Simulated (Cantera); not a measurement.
A diamond (100) surface in a fixed gas of H2 with x(CH4) = 0.0051, x(H) = 0.00028, x(CH3) = 0.0003, at 1100 K; coverages are run to steady state.

Cantera simulation using the Harris–Goodwin 1993 mechanism for the reconstructed diamond (100) surface; the numbers are that mechanism's predictions, not measurements.

One state of this run: growth (µm/h) = 4.82; θ c6HH = 0.494; θ c6H* = 0.0233; θ c6*H = 0.369; θ c6** = 0.00830; θ c6HM = 0.0681. θ: site fractions in the mechanism's names (c6HH fully hydrogenated, c6H* and c6*H radical sites, c6** diradical, c6HM methylated).

Problem. Which value of P (Pa) does it belong to?
A. 950
B. 2600
C. 11000
D. 18000

Solution. C, 11000
